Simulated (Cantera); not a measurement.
A freely propagating, adiabatic, planar premixed flame of H₂ : O₂ : N₂ = 1 : 0.51 : 1.92 (molar parts), equivalence ratio 0.98, unburnt at 625 K and 7500 Torr; mixture-averaged transport, grid criteria slope 0.08 and curve 0.16, no radiation.

Cantera simulation using the H2/O2 subset of GRI-Mech 3.0, which has no nitrogen chemistry; the numbers are that mechanism's predictions, not measurements. The hydrogen kinetics of GRI-Mech 3.0 are dated; newer H2 mechanisms differ, most at raised pressure. Burning velocities carry a grid error of a few per cent, more on coarse grids.

How do the results move with these cheaper or finer settings: unity-Lewis-number transport; multicomponent transport; multicomponent+Soret transport; grid criteria slope 0.5, curve 1; grid criteria slope 0.25, curve 0.5; grid criteria slope 0.03, curve 0.06?


```json
[
 {"setting": "as above", "laminar burning velocity": "639 cm/s", "thermal thickness": "0.0257 mm", "peak x(H₂O₂)": "0.000129", "peak x(H)": "0.0223", "grid points": "104"},
 {"setting": "unity-Lewis-number transport", "laminar burning velocity": "524 cm/s", "thermal thickness": "0.0220 mm", "peak x(H₂O₂)": "7.14e-5", "peak x(H)": "0.0306", "grid points": "103"},
 {"setting": "multicomponent transport", "laminar burning velocity": "632 cm/s", "thermal thickness": "0.0255 mm", "peak x(H₂O₂)": "0.000130", "peak x(H)": "0.0223", "grid points": "104"},
 {"setting": "multicomponent+Soret transport", "laminar burning velocity": "582 cm/s", "thermal thickness": "0.0253 mm", "peak x(H₂O₂)": "0.000139", "peak x(H)": "0.0208", "grid points": "105"},
 {"setting": "grid criteria slope 0.5, curve 1", "laminar burning velocity": "756 cm/s", "thermal thickness": "0.0327 mm", "peak x(H₂O₂)": "0.000102", "peak x(H)": "0.0233", "grid points": "37"},
 {"setting": "grid criteria slope 0.25, curve 0.5", "laminar burning velocity": "661 cm/s", "thermal thickness": "0.0276 mm", "peak x(H₂O₂)": "0.000129", "peak x(H)": "0.0226", "grid points": "48"},
 {"setting": "grid criteria slope 0.03, curve 0.06", "laminar burning velocity": "630 cm/s", "thermal thickness": "0.0252 mm", "peak x(H₂O₂)": "0.000132", "peak x(H)": "0.0223", "grid points": "246"}
]
```
Unity Lewis numbers drop preferential diffusion, which matters most where H2 and H carry the flame; Soret adds thermal diffusion.
